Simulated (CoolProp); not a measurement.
Saturation properties of carbonyl sulfide (Tc = 378.8 K, pc = 6369 kPa, ω = 0.098).

Values from CoolProp's reference Helmholtz-energy equation of state, Lemmon 2006. It is a short technical equation, of lower accuracy than the large ones.

| T (K) | p (kPa) | liquid cp (kJ/(kg K)) | vapour Z |
|---|---|---|---|
| 292.6 | ? | 1.345 | 0.8502 |
| 296.7 | 1236 | 1.363 | 0.8389 |
| 300.7 | 1364 | 1.382 | 0.8274 |
| 304.8 | 1506 | 1.404 | 0.8151 |
| 308.8 | 1654 | 1.427 | ? |
| 312.9 | 1816 | 1.454 | ? |
| 317 | 1989 | 1.483 | 0.7748 |
| 321 | 2169 | 1.516 | 0.7602 |
| 325.1 | 2366 | 1.553 | ? |

What belongs in the gaps?


- 292.6, p (kPa): 1114
- 308.8, vapour Z: 0.8025
- 312.9, vapour Z: 0.7890
- 325.1, vapour Z: 0.7446

It boils at 223.0 K under 1 atm.
